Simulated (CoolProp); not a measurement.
A simple Rankine cycle with R1233zd(E): condensing at 310.15 K, boiler at 1.01 MPa, turbine inlet 373.5 K, turbine efficiency 0.9, pump efficiency 0.8, no recuperator. Each further row changes one setting.

Values from CoolProp's reference Helmholtz-energy equation of state, Akasaka 2022.

| case | thermal efficiency (%) | net work (kJ/kg) | heat in (kJ/kg) | turbine exit temperature (K) | volume ratio over the turbine |
|---|---|---|---|---|---|
| as stated | … | … | 225 | … | … |
| turbine inlet 393.5 K | 12.3 | 30.3 | 246 | 345.9 | 5.18 |
| condensing temperature 302.15 K | … | 32.4 | 234 | … | … |
| boiler pressure 0.707 MPa | 10.0 | 23.2 | … | 337.5 | 3.58 |
| turbine efficiency 0.8 | 10.9 | 24.6 | 225 | 328.5 | 5.41 |

Problem. Some entries are withheld; supply them.

Solution. 
- as stated, thermal efficiency (%): 12.4
- as stated, net work (kJ/kg): 27.8
- as stated, turbine exit temperature (K): 324.8
- as stated, volume ratio over the turbine: 5.34
- condensing temperature 302.15 K, thermal efficiency (%): 13.8
- condensing temperature 302.15 K, turbine exit temperature (K): 318.1
- condensing temperature 302.15 K, volume ratio over the turbine: 6.92
- boiler pressure 0.707 MPa, heat in (kJ/kg): 231
